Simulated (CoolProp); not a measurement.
Vapour-liquid equilibrium of n-butane (1) + benzene (2) at 0.7 MPa; x and y are mole fractions of (1).

Values from CoolProp's multi-fluid Helmholtz-energy mixture model, Bücker 2006 and Thol 2012; pair parameters Bell 2016.

### Question
Give the bubble temperature and the first vapour's composition at x = 0.05, 0.2, 0.5. Is there an azeotrope?

### Answer
x = 0.05: 148.0 °C, y = 0.217; x = 0.2: 119.6 °C, y = 0.621; x = 0.5: 87.5 °C, y = 0.882. No azeotrope shows between x = 0.05 and 0.95.

Pair parameters are fitted to limited data, so mixtures are less certain than the pure fluids. The gap from Raoult's law changes sign with composition, which may be real or a fault of the pair parameters; it wasn't checked against measurements.
